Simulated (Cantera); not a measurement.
## Thermodynamics of boron, boron nitride and boron oxide, feed borazine + H₂O + H₂

Feed: 1 mol borazine, 1.4 mol H₂O, 2.9 mol H₂.

Method: chemical equilibrium by Gibbs-energy minimisation in Cantera with the NASA 1993 tables (ideal gas, pure condensed phases). Candidate condensed phases: B, BN, B₂O₃, B₃O₃H₃, H₂O; 39 gas species. The feed counts by its element totals alone. Mutual solubility and eutectic melting of coexisting phases are not modelled. Gases not in the tables: H₃BO₃. Rates play no part.

**Question.** Map the stable condensed phases over T = 1450, 1500, 1550, 1600, 1650, 1700, 1750, 1800, 1850, 1900, 1950, 2000, 2050, 2100 K and P in Pa = 10, 46, 220, 1000, 4600, 22000, 100000.

**Answer.** 
```
T in K \ P in Pa
             10     46    220   1000   4600  22000 100000
   2100       A      A      A      B      B      B      B
   2050       A      A      C      B      B      B      B
   2000       A      A      B      B      B      B      B
   1950       A      C      B      B      B      B      B
   1900       A      B      B      B      B      B      D
   1850       C      B      B      B      B      B      D
   1800       B      B      B      B      B      D      D
   1750       B      B      B      B      B      D      D
   1700       B      B      B      B      D      D      D
   1650       B      B      B      B      D      D      D
   1600       B      B      B      D      D      D      D
   1550       B      B      D      D      D      D      D
   1500       B      B      D      D      D      D      D
   1450       B      D      D      D      D      D      D
```
A: B; B: BN; C: B + BN; D: BN + B₂O₃.
